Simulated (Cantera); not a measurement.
**Thermodynamics of silicon carbide growth, feed (CH3)2SiCl2 + H2**

Charge: 1 mol (CH3)2SiCl2, 230 mol H2, held at 2398.15 K and 450 Pa.

Equilibrium computed with Cantera from the NASA thermochemical tables; the gas is ideal and each condensed phase is pure. Candidate condensed phases: C, C6H6, C7H8, C8H18, Si, SiC; 109 gas species. The feed counts by its element totals alone. Kinetics and transport are ignored.

```yaml
x(H2): 0.778
x(H): 0.207
x(HCl): 0.00640
x(C2H2 (acetylene)): 0.00333
x(Si): 0.00332
x(Cl): 0.00122
x(SiC2): 0.000392
x(SiH): 6.10e-5
x(C2H): 5.08e-5
gas_amount: 262.4 mol
log10 activity of C(graphite) (absent): -0.10
log10 activity of Si(l) (absent): -2.16
```
